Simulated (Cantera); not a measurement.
A closed system holds: 1 mol Cu₂O, 0.43 mol CH₄, 0.34 mol H₂, 0.61 mol C, equilibrated at 0.00120 bar.

Cantera equilibrium calculation (NASA polynomials, part measured and part estimated; ideal gas, pure solids and liquids). Candidate condensed phases: C, C₆H₆, C₇H₈, C₈H₁₈, Cu, CuO, Cu(OH)₂, Cu₂O, H₂O; 113 gas species. Rates play no part.

x: gas mole fraction; n: condensed amount in mol.

```tsv
T (°C)	x H₂	x Cu	x CO	x H	x C₃	n C(graphite)	n Cu(s)	n Cu(l)
675	0.545	1.44e-9	0.454	1.12e-8	<1e-12	0.0414	2.00	0
825	0.545	4.64e-7	0.455	5.27e-7	<1e-12	0.0401	2.00	0
975	0.545	3.67e-5	0.455	9.96e-6	<1e-12	0.0400	2.00	0
1125	0.545	0.00108	0.454	0.000101	<1e-12	0.0400	0	2.00
1275	0.537	0.0150	0.448	0.000651	<1e-12	0.0400	0	1.97
1425	0.473	0.129	0.395	0.00287	3.49e-12	0.0398	0	1.67
1575	0.281	0.473	0.237	0.00811	3.98e-10	0.0394	0	0
1725	0.270	0.470	0.235	0.0241	2.20e-8	0.0383	0	0
1875	0.247	0.462	0.231	0.0598	6.84e-7	0.0359	0	0
2025	0.204	0.446	0.223	0.125	1.34e-5	?	0	0
2175	0.144	0.424	0.212	0.218	0.000181	?	0	0
2325	0.0818	0.400	0.200	0.314	0.00140	?	0	0
```

What belongs in the gaps?


- 2025, n C(graphite): 0.0317
- 2175, n C(graphite): 0.0240
- 2325, n C(graphite): 0
